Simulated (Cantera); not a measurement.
**Carbothermic reduction: PbO + CH₄ + CO**

Feed: 1 mol PbO, 0.33 mol CH₄, 0.46 mol CO, held at 0.210 bar.

Method: chemical equilibrium by Gibbs-energy minimisation in Cantera with the NASA 1993 tables (ideal gas, pure condensed phases). Candidate condensed phases: C, C₆H₆, C₇H₈, C₈H₁₈, H₂O, Pb, PbO, PbO₂, Pb₃O₄; 113 gas species. Gases not in the tables: (PbO)n polymers. Rates play no part.

| T (°C) | x Pb | x CO | x CO₂ | x H₂ | x H₂O | x H | x PbO | x OH | n Pb(l) |
|---|---|---|---|---|---|---|---|---|---|
| 600 | 3.03e-6 | 0.230 | 0.315 | 0.298 | 0.153 | 5.57e-11 | <1e-12 | <1e-12 | 1.000 |
| 750 | 0.000127 | 0.277 | 0.268 | 0.261 | 0.194 | 4.62e-9 | 3.63e-10 | 9.01e-12 | 1.000 |
| 900 | 0.00201 | 0.307 | 0.236 | 0.230 | 0.225 | 1.23e-7 | 4.78e-8 | 8.32e-10 | 0.997 |
| 1050 | 0.0167 | 0.325 | 0.210 | 0.204 | 0.244 | 1.56e-6 | 2.04e-6 | 2.71e-8 | 0.975 |
| 1200 | 0.0897 | 0.317 | 0.179 | 0.173 | 0.242 | 1.15e-5 | 4.00e-5 | 4.17e-7 | 0.857 |
| 1350 | 0.349 | 0.235 | 0.119 | 0.115 | 0.181 | 5.12e-5 | 0.000445 | 3.37e-6 | 0.218 |
| 1500 | 0.406 | 0.220 | 0.102 | 0.0991 | 0.170 | 0.000195 | 0.00123 | 2.08e-5 | 0 |
| 1650 | 0.405 | 0.226 | 0.0966 | 0.0948 | 0.174 | 0.000633 | 0.00252 | 0.000100 | 0 |
| 1800 | 0.403 | 0.230 | 0.0917 | 0.0915 | 0.177 | 0.00174 | 0.00458 | 0.000381 | 0 |
| 1950 | 0.399 | 0.235 | 0.0870 | 0.0891 | 0.177 | 0.00417 | 0.00753 | 0.00120 | 0 |
| 2100 | 0.394 | 0.238 | 0.0820 | 0.0870 | 0.175 | 0.00899 | 0.0113 | 0.00320 | 0 |
| 2250 | 0.387 | 0.242 | 0.0760 | 0.0852 | 0.168 | 0.0177 | 0.0157 | 0.00742 | 0 |
| 2400 | 0.376 | 0.245 | 0.0677 | 0.0837 | 0.154 | 0.0324 | 0.0196 | 0.0148 | 0 |
x: gas mole fraction; n: condensed amount in mol.

From 600 °C to 1350 °C the condensed part is Pb(l). From 1500 °C to 2400 °C nothing is condensed.
